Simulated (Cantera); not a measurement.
Cantera run:

```python
import numpy as np
import cantera as ct

gas_names = """
    B BF BF2 BF3 BH BHF2 BH2 BH3 BN B2 F F2 H HF H2 H2F2 H3F3 H4F4 H5F5 H6F6 H7F7 N NF NF2 NF3 NH NH2
    NH3 N2 N2H2 N2H4
""".split()
cond_names = """
    B(b) B(L) BN(s)
""".split()


def load(file, names, dense=False):
    # The tables refer to 1 bar. Condensed volumes are neglected.
    table = {s.name: s for s in ct.Species.list_from_file(file)}
    out = []
    for n in names:
        d = dict(table[n].input_data)
        d["thermo"] = dict(d["thermo"], **{"reference-pressure": 1e5})
        if dense:
            d["equation-of-state"] = {"model": "constant-volume", "density": "1e6 g/cm^3"}
        out.append(ct.Species.from_dict(d))
    return out


gas = ct.Solution(thermo="ideal-gas", species=load("nasa_gas.yaml", gas_names))
cond = {s.name: ct.Solution(thermo="fixed-stoichiometry", species=[s], name=s.name)
        for s in load("nasa_condensed.yaml", cond_names, dense=True)}
atoms = {
    'BN': {'B': 1, 'N': 1},
    'NF3': {'N': 1, 'F': 3},
    'H2': {'H': 2},
    'HF': {'H': 1, 'F': 1},
}
top_T = {'BN(s)': 3200}  # K; cautious upper limits of use, not melting points


def equilibrate(T, P, feed):
    n = {}
    for name, mol in feed.items():
        for a, k in atoms[name].items():
            n[a] = n.get(a, 0.0) + k * mol
    gas.TPX = T, P, n
    mass = sum(n.values()) * gas.mean_molecular_weight
    gas.equilibrate("TP")
    valid = [c for c in cond.values() if c.min_temp <= T <= top_T.get(c.name, c.max_temp)]
    mix = ct.Mixture([(gas, mass / gas.mean_molecular_weight)] + [(c, 0.0) for c in valid])
    mix.T, mix.P = T, P
    mix.equilibrate("TP", solver="vcs", rtol=1e-11, max_steps=5000)
    return mix


results = []
feed = {'BN': 1, 'NF3': 0.71, 'H2': 0.37, 'HF': 2.1}  # mol
T = 1250  # K
P = 133.322  # Pa
mix = equilibrate(T, P, feed)
results.append((T, P, feed, dict(zip(mix.species_names, mix.species_moles))))
x = sorted(zip(gas.X, gas.species_names), reverse=True)
print(f"T = {T:g} K  P = {P:g} Pa  gas = {mix.phase_moles(0):.4g} mol")
print("   x: " + "  ".join(f"{s} {v:.3e}" for v, s in x if v > 1e-05))
print("   condensed (mol): " + ("  ".join(f"{mix.phase(i).name} {mix.phase_moles(i):.4g}"
      for i in range(1, mix.n_phases) if mix.phase_moles(i) > 1e-12) or "none"))
```

Output:

```
T = 1250 K  P = 133.322 Pa  gas = 3.89 mol
   x: HF 3.162e-01  BF3 2.570e-01  N2 2.198e-01  H2 2.069e-01  BHF2 1.810e-05
   condensed (mol): none
```

Equilibrium computed with Cantera from the NASA thermochemical tables; the gas is ideal and each condensed phase is pure.
